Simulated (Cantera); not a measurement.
Charge: 1 mol SiHCl3, 0.65 mol C3H8, 3.7 mol H2, equilibrated at 0.00510 bar.

These are equilibrium values from Cantera (NASA tables, ideal gas, pure condensed phases), not measurements of a reactor. Candidate condensed phases: C, C6H6, C7H8, C8H18, Si, SiC; 109 gas species. The numbers say what is thermodynamically allowed, not how fast it happens.

Problem. What share of the Si ends up in condensed phases as a function of T (K), at 1150, 1250, 1350, 1450, 1550, 1650, 1750, 1850, 1950?

Solution. 
| T (K) | Si condensed (%) | as |
|---|---|---|
| 1150 | 91.5 | SiC(s) |
| 1250 | 96.7 | SiC(s) |
| 1350 | 97.4 | SiC(s) |
| 1450 | 96.6 | SiC(s) |
| 1550 | 95.1 | SiC(s) |
| 1650 | 93.1 | SiC(s) |
| 1750 | 90.6 | SiC(s) |
| 1850 | 87.7 | SiC(s) |
| 1950 | 84.5 | SiC(s) |
